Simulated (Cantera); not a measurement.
An isothermal, constant-pressure homogeneous reactor starts with 0.485 % CH₄, 0.534 % O₂, 99.0 % N₂, at 1298 K and 4.00 bar.

Computed with Cantera and GRI-Mech 3.0 (53 species, 325 reactions).

One state of this run: x CH₄ = 0.000430; x O₂ = 1.97e-7; x H₂O = 0.00569; x H = 2.85e-8; x CO₂ = 0.000910. x: mole fraction; the columns are a selection and need not sum to one.

### Question
Which value of t (s) does it belong to?
A) 10.0
B) 0.342
C) 0.0360
D) 3.25

### Answer
A, 10.0
